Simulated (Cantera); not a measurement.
Mixture: 6.58 % CH4, 0.987 % C2H6, 0.217 % C3H8, 26.4 % O2, 65.8 % N2, equivalence ratio 0.67, at 9.87 atm, adiabatic and at constant pressure. Ignition delay is the time to a rise of 400 K.

Detailed kinetics in Cantera: GRI-Mech 3.0 (53 species, 325 reactions).

Question: Predict: delay at 1300 K; delay at 1450 K; delay at 1600 K; delay at 1750 K; apparent activation energy between 1675 and 1825 K.

Answer: 
- delay at 1300 K = 0.189 ms
- delay at 1450 K = 41.6 µs
- delay at 1600 K = 12.5 µs
- delay at 1750 K = 4.80 µs
- apparent activation energy between 1675 and 1825 K = 140 kJ/mol
